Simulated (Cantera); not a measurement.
What does this Cantera script print?

```python
import numpy as np
import cantera as ct

gas_names = """
    CL CL2 H HCL H2 N NH NH2 NH3 N2 N2H2 N2H4 Si SiCL SiCL2 SiCL3 SiCL4 SiH SiHCL3 SiH2 SiH2CL2 SiH3
    SiH3CL SiH4 SiN Si2 Si2N Si3
""".split()
cond_names = """
    NH4CL(a) NH4CL(b) Si(cr) Si(L) Si3N4(a)
""".split()


# ... load() reads the species with a 1 bar reference pressure and builds the phases ...
atoms = {
    'SiH2Cl2': {'Si': 1, 'H': 2, 'CL': 2},
    'N2': {'N': 2},
}
top_T = {'Si3N4(a)': 2400}  # K; cautious upper limits of use, not melting points


# ... equilibrate(T, P, feed) seeds the gas with the atoms and calls Mixture.equilibrate('TP', solver="vcs", rtol=1e-11, max_steps=5000) ...
results = []
feed = {'SiH2Cl2': 1, 'N2': 11}  # mol
T = 800  # K
P = 32000  # Pa
mix = equilibrate(T, P, feed)
results.append((T, P, feed, dict(zip(mix.species_names, mix.species_moles))))
print(gas.report(threshold=0.001))
for i in range(1, mix.n_phases):
    print(f"{mix.phase(i).name:16s} {mix.phase_moles(i):12.5e} mol")
```

It prints:

```
       temperature   800 K
          pressure   32000 Pa
           density   0.14677 kg/m^3
  mean mol. weight   30.509 kg/kmol
   phase of matter   gas

                          1 kg             1 kmol
                     ---------------   ---------------
          enthalpy       -1.7018e+05        -5.192e+06  J
   internal energy        -3.882e+05       -1.1844e+07  J
           entropy            7745.5         2.363e+05  J/K
    Gibbs function       -6.3666e+06       -1.9424e+08  J
 heat capacity c_p            1073.1             32738  J/K
 heat capacity c_v            800.54             24423  J/K

                      mass frac. Y      mole frac. X     chem. pot. / RT
                     ---------------   ---------------   ---------------
               HCL          0.099977          0.083662           -41.244
                H2         0.0026282          0.039773           -21.345
                N2           0.78661           0.85666           -25.615
             SiCL4           0.11074          0.019888           -148.71
     [  +24 minor]        4.2095e-05        1.5623e-05

Si(cr)            0.00000e+00 mol
Si3N4(a)          2.52077e-01 mol
```

These are equilibrium values from Cantera (NASA tables, ideal gas, pure condensed phases), not measurements of a reactor. N2 is the only nitrogen source here; it is nearly inert below about 1500 K, so the nitride shown seldom forms there in practice.
